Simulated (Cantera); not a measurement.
Cantera run:

```python
import numpy as np
import cantera as ct

gas_names = """
    H HO2 H2 H2O H2O2 O OH O2 O3 Ta TaO TaO2
""".split()
cond_names = """
    H2O(s) H2O(L) Ta(cr) Ta(L) Ta2O5(s) Ta2O5(L)
""".split()


# ... load() reads the species with a 1 bar reference pressure and builds the phases ...
atoms = {
    'Ta2O5': {'Ta': 2, 'O': 5},
    'H2': {'H': 2},
    'H2O': {'H': 2, 'O': 1},
}
top_T = {}  # K; cautious upper limits of use, not melting points


# ... equilibrate(T, P, feed) seeds the gas with the atoms and calls Mixture.equilibrate('TP', solver="vcs", rtol=1e-11, max_steps=5000) ...
results = []
feed = {'Ta2O5': 1, 'H2': 0.48, 'H2O': 0.59}  # mol
T = 2175  # K
P = 47  # Pa
mix = equilibrate(T, P, feed)
results.append((T, P, feed, dict(zip(mix.species_names, mix.species_moles))))
x = sorted(zip(gas.X, gas.species_names), reverse=True)
print(f"T = {T:g} K  P = {P:g} Pa  gas = {mix.phase_moles(0):.4g} mol")
print("   x: " + "  ".join(f"{s} {v:.3e}" for v, s in x if v > 1e-05))
print("   condensed (mol): " + ("  ".join(f"{mix.phase(i).name} {mix.phase_moles(i):.4g}"
      for i in range(1, mix.n_phases) if mix.phase_moles(i) > 1e-12) or "none"))
```

Result:

```
T = 2175 K  P = 47 Pa  gas = 1.177 mol
   x: H2O 4.661e-01  H2 3.637e-01  H 1.358e-01  OH 2.338e-02  O 6.117e-03  O2 3.315e-03  TaO2 1.606e-03
   condensed (mol): Ta2O5(L) 0.9991
```

Method: chemical equilibrium by Gibbs-energy minimisation in Cantera with the NASA 1993 tables (ideal gas, pure condensed phases).
